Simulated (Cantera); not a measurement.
Counterflow diffusion flame

A counterflow diffusion flame at 0.484 atm, nozzles 20 mm apart: fuel side 51.8 % CH4, 16.1 % C2H6, 32.1 % C3H8 at 350 K, oxidiser side 23.0 % O2, 77.0 % N2 at 423 K, fuel mass flux 0.87 times the oxidiser's; mixture-averaged transport, no radiation.

Detailed kinetics in Cantera: GRI-Mech 3.0 (53 species, 325 reactions). GRI-Mech 3.0 was tuned for natural gas; its chemistry of propane as a main component is partial and can be far from experiment. GRI-Mech 3.0 has no aromatics or soot, which form on the fuel side of real flames. The maximum strain rate includes the flame's own expansion and is several times the mean.

| oxidiser flux (kg/m²/s) | max strain (1/s) | mean strain (1/s) | T max (K) | peak x OH | peak x H | peak x NO | peak x CO | peak x C2H2 |
|---|---|---|---|---|---|---|---|---|
| 0.12 | 178 | 26.2 | 2072 | 0.00946 | 0.00668 | 0.000262 | 0.0713 | 0.0317 |
| 0.16 | 227 | 35.0 | 2055 | 0.00929 | 0.00693 | 0.000242 | 0.0707 | 0.0305 |
| 0.21 | 288 | 45.9 | 2042 | 0.00916 | 0.00717 | 0.000224 | 0.0703 | 0.0294 |
| 0.28 | 370 | 61.2 | 2028 | 0.00901 | 0.00742 | 0.000202 | 0.0700 | 0.0283 |
| 0.37 | 473 | 80.9 | 2011 | 0.00877 | 0.00759 | 0.000179 | 0.0697 | 0.0269 |
| 0.49 | 606 | 107 | 1994 | 0.00852 | 0.00775 | 0.000155 | 0.0697 | 0.0254 |
| 0.64 | 769 | 140 | 1975 | 0.00819 | 0.00781 | 0.000131 | 0.0698 | 0.0236 |
| 0.85 | 991 | 186 | 1952 | 0.00776 | 0.00777 | 0.000104 | 0.0704 | 0.0215 |
x: mole fraction; the columns are a selection and need not sum to one.
